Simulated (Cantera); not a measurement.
A closed system holds: 1 mol HI, 0.063 mol H₂O, 0.077 mol H₂, equilibrated at 2125 K and 8.20 mbar.

Equilibrium computed with Cantera from the NASA thermochemical tables; the gas is ideal and each condensed phase is pure. Candidate condensed phases: H₂O, I₂; 12 gas species. Kinetics and transport are ignored.

Base state: I 0.593, H₂ 0.332, H₂O 0.0379, H 0.0231, HI 0.0137, OH 0.000327, I₂ 4.80e-5, O 1.61e-5 (mole fractions); condensed: gas only.

**Question.** What changes in the equilibrium state with this change: HI replaced by S?

**Answer.** 
| species | before | after |
|---|---|---|
| S₂ | 0 | 0.653 |
| H₂ | 0.332 | 0.155 |
| S | 0 | 0.0613 |
| I | 0.593 | 0 |
| SO | 0 | 0.0466 |
| SH | 0 | 0.0295 |
| HI | 0.0137 | 0 |
| SO₂ | 0 | 0.0109 |
| H₂O | 0.0379 | 0.0222 |
| H | 0.0231 | 0.0158 |
| H₂S | 0 | 0.00485 |
| S₂O | 0 | 0.00103 |
Further candidate phases: H₂SO₄, S.
